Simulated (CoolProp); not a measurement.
Vapour-liquid equilibrium of ethylene (1) + 1-butene (2) at 198.7 K; x and y are mole fractions of (1).

Computed with CoolProp (multi-fluid Helmholtz-energy mixture model, Smukala 2000 and Lemmon 2005; pair parameters Bell 2016).

| x | bubble pressure (MPa) | y at the bubble point | dew pressure at overall composition x (MPa) | liquid density (mol/L) |
|---|---|---|---|---|
| 0.05 | … | 0.906 | 0.002509 | 12.71 |
| 0.2 | 0.08947 | 0.977 | … | 13.49 |
| 0.35 | … | 0.989 | 0.003661 | 14.34 |
| 0.5 | 0.2172 | 0.993 | 0.004751 | 15.26 |
| 0.65 | 0.2802 | 0.996 | 0.006764 | 16.25 |
| 0.8 | 0.3432 | 0.998 | 0.01174 | 17.29 |
| 0.95 | … | 1.000 | 0.04435 | 18.33 |

### Question
What belongs in the gaps?

### Answer

- 0.05, bubble pressure (MPa): 0.02443
- 0.2, dew pressure at overall composition x (MPa): 0.002977
- 0.35, bubble pressure (MPa): 0.1536
- 0.95, bubble pressure (MPa): 0.4084

No azeotrope shows between x = 0.05 and 0.95.

Pair parameters are fitted to limited data, so mixtures are less certain than the pure fluids. The gap from Raoult's law changes sign with composition, which may be real or a fault of the pair parameters; it wasn't checked against measurements.
